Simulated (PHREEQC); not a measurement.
PHREEQC input (ion-association model, wateq4f.dat):

```
SOLUTION_MASTER_SPECIES
  An  An-  0  An  62.0  # stands for a non-complexing anion
SOLUTION_SPECIES
  An- = An-
    -log_k 0
    -gamma 3.0 0
PHASES
  Fix_H+
    H+ = H+
    -log_k 0
SOLUTION 1
  temp 25
  units mmol/kgw
  pH 7 charge
  S(6) 0.0023
  Zn 0.0023
  Na 100
  An 100
END
SELECTED_OUTPUT 1
  -reset false
  -pH true
  -pe true
  -ionic_strength true
  -water true
  -totals Na S Zn S(-2) S(6)
  -molalities Hfo_wOH Hfo_wOH2+ Hfo_wO- Hfo_sOH Hfo_sOH2+ Hfo_sO- Hfo_wSO4- Hfo_wOHSO4-2 Hfo_sOZn+ Hfo_wOZn+
  -saturation_indices Zn(OH)2-e Zn4(OH)6SO4 Mirabilite Goslarite
USER_PUNCH 1
  -headings sigma psi
  10 PUNCH EDL("sigma", "Hfo"), EDL("psi", "Hfo")
PRINT
  -reset false
USE solution 1
SURFACE 1
  Hfo_wOH 0.000247191 600 0.11
  Hfo_sOH 6.17978e-06
EQUILIBRIUM_PHASES 1
  Fix_H+ -4 HAn 10
    -force_equality true
  O2(g) -0.68 10
END
# ... the last block is repeated for the other 16 points of pH, with NaOH or the acid as the point needs
```

Selected output (columns that matter, 12 of 17 rows; pH added in front):

```
pH	mu	Na	S	Zn	m_Hfo_wOH	m_Hfo_wOH2+	m_Hfo_wO-	m_Hfo_sOH	si_Zn(OH)2-e	si_Zn4(OH)6SO4	si_Mirabilite	si_Goslarite	sigma	psi
4	0.10024	0.1	9.7461e-08	2.2997e-06	3.1738e-05	0.00021314	1.0826e-07	8.0055e-07	-9.539	-36.069	-8.6296	-11.602	0.31536	0.1457
4.5	0.10014	0.1	1.6176e-07	2.2978e-06	6.2271e-05	0.00018229	4.8731e-07	1.5698e-06	-8.5393	-32.848	-8.4081	-11.381	0.26812	0.13745
5.5	0.10006	0.1	7.7997e-07	2.1758e-06	0.00013149	0.00011059	3.5815e-06	3.2439e-06	-6.5629	-26.259	-7.7243	-10.721	0.15671	0.11034
6	0.10004	0.1	1.4899e-06	1.6573e-06	0.0001576	8.1793e-05	6.9568e-06	3.5605e-06	-5.6813	-23.452	-7.4432	-10.558	0.1107	0.093162
7	0.10002	0.1	2.244e-06	1.3366e-07	0.00018433	4.5619e-05	1.7062e-05	3.09e-06	-4.7771	-21.657	-7.2652	-11.476	0.045462	0.05303
7.5	0.10001	0.1	2.2904e-06	1.8611e-08	0.00018847	3.593e-05	2.2647e-05	3.0789e-06	-4.6404	-22.101	-7.2563	-12.33	0.023047	0.030156
8.5	0.10002	0.10002	2.2998e-06	4.6916e-10	0.00018881	2.3512e-05	3.4733e-05	3.0717e-06	-4.4511	-23.342	-7.2544	-14.139	-0.01331	-0.018059
9	0.10003	0.10004	2.3e-06	2.3395e-10	0.00018563	1.8312e-05	4.3109e-05	3.0199e-06	-4.3424	-23.908	-7.2542	-15.031	-0.033482	-0.041651
10	0.10017	0.1002	2.3e-06	3.9709e-10	0.0001655	8.601e-06	7.2952e-05	2.6925e-06	-4.0143	-24.595	-7.2532	-16.703	-0.092252	-0.084342
10.5	0.10047	0.10051	2.3e-06	7.5593e-10	0.00014421	4.863e-06	9.7974e-05	2.3464e-06	-3.7668	-24.606	-7.2513	-17.456	-0.13498	-0.10281
11.5	0.10425	0.10433	2.3e-06	9.6394e-09	7.755e-05	8.1674e-07	0.00016869	1.2643e-06	-2.9946	-23.524	-7.229	-18.691	-0.24608	-0.13207
12	0.11337	0.11347	2.3e-06	1.0462e-07	4.1283e-05	1.8991e-07	0.00020559	6.8748e-07	-2.3884	-22.115	-7.1791	-19.102	-0.30209	-0.14036
```
